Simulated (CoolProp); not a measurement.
Properties of R1123 at several states.

The numbers come from the reference Helmholtz-energy equation of state, Akasaka 2020 in CoolProp.

| T (°C) | p (MPa) | phase | Z | cv (kJ/(kg K)) | speed of sound (m/s) | expansivity (1/kK) | fugacity coefficient |
|---|---|---|---|---|---|---|---|
| -71.95 | 0.393 | liquid | 0.01399 | 0.7913 | 890.4 | 2.178 | 0.1416 |
| 194.65 | 0.107 | gas | 0.9977 | (withheld) | 228.4 | 2.159 | 0.9977 |
| 51.95 | 0.0696 | gas | 0.9943 | 0.7880 | 192.0 | 3.136 | 0.9943 |
| -25.35 | 0.136 | gas | 0.9717 | (withheld) | 167.0 | 4.444 | (withheld) |
| -40.25 | 0.0595 | gas | 0.9849 | 0.6196 | 164.1 | 4.521 | 0.9851 |

**Question.** Complete the blanks.

**Answer.** 
- 194.65, cv (kJ/(kg K)): 0.9784
- -25.35, cv (kJ/(kg K)): 0.6565
- -25.35, fugacity coefficient: 0.9724
